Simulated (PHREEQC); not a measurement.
Consider water at 25 °C with 0.096 mol CuSO4, 0.031 mol H2SO4 and 0.012 mol H3BO3 per kg of water. Closed to the air; pH follows from the charge balance.

Model: ion-association model, phreeqc.dat, run in PHREEQC.

Each row changes one thing in this solution. Precipitation was switched off in this run.

```csv
case,pH,ionic strength (mol/kgw),Cu+2 (mol/kgw),SO4-2 (mol/kgw),CuSO4 (mol/kgw),HSO4- (mol/kgw)
as made,1.69,0.234,0.0532,0.0482,0.0428,0.0360
H3BO3 left out,1.69,0.234,0.0532,0.0482,0.0428,0.0360
temperature from 25 to 30 °C,1.71,0.232,0.0532,0.0471,0.0428,0.0372
diluted 5-fold with water,2.19,0.0582,0.0123,0.0137,0.00695,0.00472
diluted 2-fold with water,1.90,(withheld),0.0280,0.0281,(withheld),0.0155
```

Problem. Complete the blanks.

Solution. 
- diluted 2-fold with water, ionic strength (mol/kgw): 0.128
- diluted 2-fold with water, CuSO4 (mol/kgw): 0.0200
